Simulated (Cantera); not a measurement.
Equilibrium for silicon epitaxy and polysilicon growth: SiH4 + Cl2 + H2

Input: 1 mol SiH4, 0.091 mol Cl2, a varied amount of H2, at 1200 K and 10.0 mbar.

Equilibrium computed with Cantera from the NASA thermochemical tables; the gas is ideal and each condensed phase is pure. Candidate condensed phases: Si; 19 gas species. The tables' values for SiCl3 are old estimates; treat these amounts as uncertain. Equilibrium is a limit: real reactors are often held back by kinetics, nucleation or transport.

From 5.5 mol H2 to 280 mol H2 the condensed part is Si(s). The main Si-bearing gas is SiCl2 throughout.

```
n(H2) (mol)  log p H2  log p HCl  log p SiCl2  log p SiCl3  n Si(s)
-----------  --------  ---------  -----------  -----------  -------
5.5             -2.01      -3.67        -4.96        -6.17    0.991
8.6             -2.01      -3.81        -5.23        -6.58    0.993
13              -2.01      -3.94        -5.51        -7.00    0.995
21              -2.00      -4.12        -5.86        -7.53    0.997
32              -2.00      -4.28        -6.19        -8.02    0.998
49              -2.00      -4.46        -6.54        -8.54    0.998
76              -2.00      -4.64        -6.90        -9.08    0.999
120             -2.00      -4.83        -7.29        -9.66    0.999
180             -2.00      -5.00        -7.63       -10.18    1.000
280             -2.00      -5.19        -8.01       -10.75    1.000
```
log p: log10 of the partial pressure in bar; n: condensed amount in mol.
